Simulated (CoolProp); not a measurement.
Vapour-liquid equilibrium of 1-butene (1) + n-butane (2) at 1.26 MPa; x and y are mole fractions of (1).

Computed with CoolProp (multi-fluid Helmholtz-energy mixture model, Lemmon 2005 and Bücker 2006; pair parameters Bell 2016).

```json
[
 {"x": "0.05", "bubble temperature, mixture model (°C)": "90.0", "bubble temperature, Raoult's law (°C)": "90.0", "y, mixture model": "0.056", "y, Raoult's law": "0.058"},
 {"x": "0.125", "bubble temperature, mixture model (°C)": "89.3", "bubble temperature, Raoult's law (°C)": "89.4", "y, mixture model": "0.139", "y, Raoult's law": "0.144"},
 {"x": "0.2", "bubble temperature, mixture model (°C)": "88.6", "bubble temperature, Raoult's law (°C)": "88.7", "y, mixture model": "___", "y, Raoult's law": "0.227"},
 {"x": "0.275", "bubble temperature, mixture model (°C)": "87.9", "bubble temperature, Raoult's law (°C)": "88.1", "y, mixture model": "0.301", "y, Raoult's law": "0.309"},
 {"x": "0.35", "bubble temperature, mixture model (°C)": "87.3", "bubble temperature, Raoult's law (°C)": "87.5", "y, mixture model": "0.380", "y, Raoult's law": "0.388"},
 {"x": "0.425", "bubble temperature, mixture model (°C)": "86.6", "bubble temperature, Raoult's law (°C)": "86.9", "y, mixture model": "0.456", "y, Raoult's law": "0.465"},
 {"x": "0.5", "bubble temperature, mixture model (°C)": "86.0", "bubble temperature, Raoult's law (°C)": "86.3", "y, mixture model": "0.531", "y, Raoult's law": "0.541"},
 {"x": "0.575", "bubble temperature, mixture model (°C)": "85.4", "bubble temperature, Raoult's law (°C)": "85.7", "y, mixture model": "0.604", "y, Raoult's law": "0.614"},
 {"x": "0.65", "bubble temperature, mixture model (°C)": "84.8", "bubble temperature, Raoult's law (°C)": "85.1", "y, mixture model": "0.676", "y, Raoult's law": "0.686"},
 {"x": "0.725", "bubble temperature, mixture model (°C)": "84.3", "bubble temperature, Raoult's law (°C)": "84.6", "y, mixture model": "0.747", "y, Raoult's law": "0.756"},
 {"x": "0.8", "bubble temperature, mixture model (°C)": "___", "bubble temperature, Raoult's law (°C)": "84.0", "y, mixture model": "0.816", "y, Raoult's law": "0.825"},
 {"x": "0.875", "bubble temperature, mixture model (°C)": "83.3", "bubble temperature, Raoult's law (°C)": "83.4", "y, mixture model": "0.885", "y, Raoult's law": "0.892"},
 {"x": "0.95", "bubble temperature, mixture model (°C)": "___", "bubble temperature, Raoult's law (°C)": "82.9", "y, mixture model": "0.954", "y, Raoult's law": "0.957"}
]
```

Problem. Fill in the missing entries.

Solution. 
- 0.2, y, mixture model: 0.221
- 0.8, bubble temperature, mixture model (°C): 83.7
- 0.95, bubble temperature, mixture model (°C): 82.8

The largest gap from Raoult's law is -0.3 K in bubble temperature, at x = 0.65. No azeotrope shows between x = 0.05 and 0.95.

Pair parameters are fitted to limited data, so mixtures are less certain than the pure fluids.
